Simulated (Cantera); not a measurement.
Input: 1 mol trisilylamine, 0.69 mol N2, equilibrated at 975 °C and 0.825 Torr.

Equilibrium computed with Cantera from the NASA thermochemical tables; the gas is ideal and each condensed phase is pure. Candidate condensed phases: Si, Si3N4; 18 gas species. The feed counts by its element totals alone. Mutual solubility and eutectic melting of coexisting phases are not modelled. Kinetics and transport are ignored.

Base state: H2 1.000, N2 0.000108, H 1.41e-5 (mole fractions); condensed: Si(s) + Si3N4(s).

### Question
What changes in the equilibrium state with this change: temperature from 975 °C to 1802 °C?

### Answer
| species | before | after |
|---|---|---|
| H2 | 1.000 | 0.657 |
| N2 | 0.000108 | 0.182 |
| Si | 7.05e-9 | 0.0926 |
| H | 1.41e-5 | 0.0651 |
| Si2 | <1e-9 | 0.00114 |
| SiH | 2.61e-9 | 0.00143 |
| Si(s), mol | 1.22 | 0 |
| Si3N4(s), mol | 0.595 | 0 |
| Si(l), mol | 0 | 2.36 |
The tables' values for SiN are old estimates; treat these amounts as uncertain. Gases not in the tables: Si2H6 and higher silanes.
